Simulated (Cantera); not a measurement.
# Gas-phase reforming

A perfectly stirred reactor is fed with 43.6 % CH₄, 33.1 % H₂O, 22.2 % H₂, 1.13 % N₂, at 0.306 atm; it is held at 1575 K, and followed from long to short residence time.

Computed with Cantera and GRI-Mech 3.0 (53 species, 325 reactions). GRI-Mech 3.0 stops at C3 and has no aromatics, soot or wall deposition, so with more carbon than oxygen in the feed, carbon stays in small species such as C2H2 where larger ones or solid carbon would form.

```csv
τ (s),x CH₄,x H₂O,x H₂,x CH₂,x HCO,x OH,x CH₃
24,0.0359,0.0912,0.686,7.60e-9,2.54e-9,2.85e-7,6.29e-5
9.2,0.0515,0.135,0.642,1.18e-8,1.73e-9,4.22e-7,9.00e-5
3.4,0.0774,0.185,0.588,1.75e-8,1.04e-9,5.67e-7,0.000133
1.3,0.117,0.227,0.527,2.32e-8,6.62e-10,6.77e-7,0.000196
0.49,0.178,0.260,0.459,2.83e-8,5.82e-10,7.47e-7,0.000285
0.18,0.256,0.287,0.383,3.28e-8,6.86e-10,7.97e-7,0.000397
0.069,0.329,0.306,0.316,3.64e-8,8.38e-10,8.40e-7,0.000503
0.026,0.384,0.320,0.266,3.86e-8,9.45e-10,8.68e-7,0.000580
0.0098,0.414,0.327,0.239,3.78e-8,9.14e-10,8.61e-7,0.000607
0.0037,0.428,0.330,0.227,3.24e-8,6.88e-10,7.94e-7,0.000573
0.0014,0.433,0.331,0.224,2.18e-8,3.19e-10,6.47e-7,0.000471
```
x: mole fraction; the columns are a selection and need not sum to one.
